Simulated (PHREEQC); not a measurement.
Solution (36 °C): 1.8 mmol/kgw CuCl2, 0.108 mmol/kgw HNO3 and 0.059 mmol/kgw H3BO3. Closed to the air; pH follows from the charge balance.

Equilibrium calculation in PHREEQC: ion-association model, phreeqc.dat.

Question: The ionic strength comes out as 0.00547 mol/kgw. What activity coefficients do Cl-, NO3-, Cu+2, H+, CuCl+ get?

Answer: Cl- 0.92, NO3- 0.92, Cu+2 0.73, H+ 0.93, CuCl+ 0.92.

Precipitation was switched off in this run. Away from 25 °C the constants follow the database's enthalpies or fits; those with neither stay at their 25 °C values.
